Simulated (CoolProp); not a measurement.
Vapour-liquid equilibrium of benzene (1) + n-nonane (2) at 0.37 MPa; x and y are mole fractions of (1).

Model: multi-fluid Helmholtz-energy mixture model, Thol 2012 and Lemmon 2006; pair parameters Bell 2016, in CoolProp.

```csv
x,bubble temperature (°C),y at the bubble point,dew temperature at overall composition x (°C),liquid density (mol/L)
0.05,197.8,0.195,205.1,4.492
0.2,175.5,0.557,197.6,5.052
0.35,[?],[?],189.2,5.639
0.5,150.7,[?],179.6,6.296
0.65,143.0,0.893,168.1,7.071
0.8,136.5,0.944,153.8,8.018
0.95,[?],0.987,135.7,9.210
```

Question: What belongs in the gaps?

Answer: 
- 0.35, bubble temperature (°C): 160.9
- 0.35, y at the bubble point: 0.731
- 0.5, y at the bubble point: 0.828
- 0.95, bubble temperature (°C): 130.8

No azeotrope shows between x = 0.05 and 0.95.

Pair parameters are fitted to limited data, so mixtures are less certain than the pure fluids.
